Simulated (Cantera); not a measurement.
**Pyrogenic steam for wet oxidation**

An isothermal, constant-pressure homogeneous reactor starts with 0.361 % H₂, 4.74 % O₂, 94.9 % N₂, at 923 K and 683 Torr.

Model: the H2/O2 subset of GRI-Mech 3.0, which has no nitrogen chemistry, integrated in Cantera. Below about 950 K walls govern HO2 and H2O2 in real vessels.

```csv
t (s),x H₂,x O₂,x OH,x H₂O₂,x H₂O,x HO₂
6.00e-6,0.00361,0.0474,<1e-12,<1e-12,<1e-12,<1e-12
1.97e-5,0.00361,0.0474,<1e-12,<1e-12,<1e-12,<1e-12
6.44e-5,0.00361,0.0474,<1e-12,<1e-12,<1e-12,1.17e-12
0.000211,0.00361,0.0474,<1e-12,<1e-12,1.06e-12,4.86e-12
0.000691,0.00361,0.0474,<1e-12,<1e-12,8.58e-12,2.19e-11
0.00226,0.00361,0.0474,<1e-12,<1e-12,5.74e-11,1.05e-10
0.00741,0.00361,0.0474,<1e-12,1.31e-12,2.68e-10,4.34e-10
0.0243,0.00361,0.0474,1.15e-12,1.51e-11,1.04e-9,1.59e-9
0.0795,0.00361,0.0474,2.06e-12,1.57e-10,4.69e-9,6.50e-9
0.261,0.00361,0.0474,1.66e-11,3.10e-9,5.77e-8,5.99e-8
0.854,0.00253,0.0469,1.42e-7,4.04e-5,0.00104,8.97e-6
2.80,0.000260,0.0458,4.83e-8,2.29e-6,0.00335,1.84e-6
9.16,4.08e-5,0.0457,1.23e-8,9.22e-8,0.00357,3.65e-7
30.0,7.02e-6,0.0457,4.21e-9,4.97e-9,0.00361,8.44e-8
```
x: mole fraction; the columns are a selection and need not sum to one.

Equilibrium at this temperature and pressure: H₂ <1e-12, O₂ 0.0457, OH 3.00e-9, H₂O₂ <1e-12, H₂O 0.00361, HO₂ 1.45e-11 (gas phase only).
